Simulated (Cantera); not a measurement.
A closed system holds: 1 mol SiH4, 4.3 mol N2, 18 mol H2, equilibrated at 1700 K and 750 Torr.

Method: chemical equilibrium by Gibbs-energy minimisation in Cantera with the NASA 1993 tables (ideal gas, pure condensed phases). Candidate condensed phases: Si, Si3N4; 18 gas species. Equilibrium is a limit: real reactors are often held back by kinetics, nucleation or transport.

Base state: H2 0.846, N2 0.154, H 0.000136, NH3 1.11e-5 (mole fractions); condensed: Si3N4(s).

Task: What changes in the equilibrium state with this change: SiH4 replaced by Si2Cl6?

Result: 
```tsv
species	before	after
H2	0.846	0.640
HCl	0	0.209
N2	0.154	0.134
SiCl2	0	0.0125
SiCl3	0	0.00263
SiCl4	0	0.00109
SiHCl3	0	0.000646
SiH2Cl2	0	6.68e-5
Cl	0	2.99e-5
Si3N4(s), mol	0.333	0.530
```
The feed counts by its element totals alone. The tables' values for SiCl3 are old estimates; treat these amounts as uncertain. Further candidate phases: NH4Cl.
